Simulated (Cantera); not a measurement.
# Premixed flame

A freely propagating, adiabatic, planar premixed flame of CH4 : C2H6 : O2 : N2 : H2O = 1 : 0.39 : 2.4 : 8.17 : 0.69 (molar parts), equivalence ratio 1.4, unburnt at 548 K and 6.61 atm; mixture-averaged transport, grid criteria slope 0.08 and curve 0.16, no radiation.

Model: GRI-Mech 3.0 (53 species, 325 reactions), integrated in Cantera. Burning velocities carry a grid error of a few per cent, more on coarse grids.

```csv
z (mm),T (K),u (m/s),x CH4,x C2H6,x O2,x C2H,x NO2,x C2H4
-0.399,549,0.342,0.0787,0.0307,0.189,<1e-8,<1e-8,7.62e-7
-0.266,554,0.347,0.0780,0.0306,0.188,<1e-8,<1e-8,1.08e-5
-0.199,574,0.362,0.0766,0.0302,0.185,<1e-8,3.44e-8,6.42e-5
-0.133,688,0.439,0.0708,0.0286,0.174,<1e-8,2.47e-7,0.000569
-0.0665,1139,0.748,0.0498,0.0179,0.125,<1e-8,7.39e-7,0.00413
-0.0332,1529,1.02,0.0308,0.00602,0.0782,2.55e-8,2.00e-7,0.00622
0,1875,1.27,0.0131,0.000483,0.0342,6.59e-7,1.51e-8,0.00262
0.0332,2056,1.40,0.00473,3.36e-5,0.0118,1.59e-6,<1e-8,0.000395
0.0665,2125,1.44,0.00224,5.76e-6,0.00407,1.31e-6,<1e-8,7.32e-5
0.133,2163,1.47,0.00107,7.33e-7,0.000690,6.10e-7,<1e-8,1.08e-5
0.266,2175,1.48,0.000591,1.08e-7,5.16e-5,2.26e-7,<1e-8,2.35e-6
0.532,2175,1.48,0.000294,1.98e-8,2.52e-6,8.48e-8,<1e-8,6.90e-7
1.06,2174,1.48,8.63e-5,<1e-8,1.50e-6,2.02e-8,<1e-8,1.28e-7
```
x: mole fraction of selected species; z is measured from the peak of heat release.

The laminar burning velocity comes out as 34.0 cm/s and the thermal thickness is 0.133 mm. The peak x(C2H) comes out as 1.60e-6. The peak x(C2H4) is 0.00625 and the grid points is 138.
